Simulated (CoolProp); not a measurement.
Properties of 1-butene along the isobar 4.81 MPa (Tc = 419.3 K, pc = 4.006 MPa, ω = 0.192).

Computed with CoolProp (reference Helmholtz-energy equation of state, Lemmon 2005). It is a short technical equation, of lower accuracy than the large ones.

```csv
T (K),phase,density (kg/m³),isothermal compressibility (1/MPa),expansivity (1/kK)
208.7,liquid,692.7,0.001057,1.480
238.1,liquid,662.3,0.001408,1.582
267.5,liquid,630.9,0.001927,1.733
296.8,liquid,597.8,0.002739,1.961
326.2,liquid,561.6,0.004145,2.319
355.5,liquid,520.4,0.006940,2.940
384.9,liquid,469.3,0.01432,4.293
414.3,liquid,390.4,0.05846,10.16
443.6,supercritical,145.5,0.5435,20.04
473,supercritical,103.3,0.3318,7.609
```
